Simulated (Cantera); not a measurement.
## Equilibrium for abatement and gas-phase synthesis: SO2 + N2

Charge: 1 mol SO2, 0.3 mol N2, held at 0.780 bar.

Method: chemical equilibrium by Gibbs-energy minimisation in Cantera with the NASA 1993 tables (ideal gas, pure condensed phases). Candidate condensed phases: S; 17 gas species. Rates play no part.

From 2848 K to 3548 K nothing is condensed.

```tsv
T (K)	x SO2	x SO	x N2	x O	x O2	x S	x NO
2848	0.608	0.106	0.211	0.0158	0.0454	0.00404	0.00946
2948	0.559	0.134	0.205	0.0255	0.0568	0.00682	0.0119
3048	0.503	0.164	0.197	0.0395	0.0687	0.0110	0.0145
3148	0.441	0.195	0.189	0.0589	0.0801	0.0172	0.0171
3248	0.376	0.223	0.179	0.0844	0.0900	0.0258	0.0197
3348	0.309	0.246	0.169	0.117	0.0972	0.0373	0.0219
3448	0.244	0.262	0.158	0.155	0.101	0.0521	0.0237
3548	0.185	0.268	0.147	0.199	0.101	0.0703	0.0250
```
x: gas mole fraction; nothing condenses.
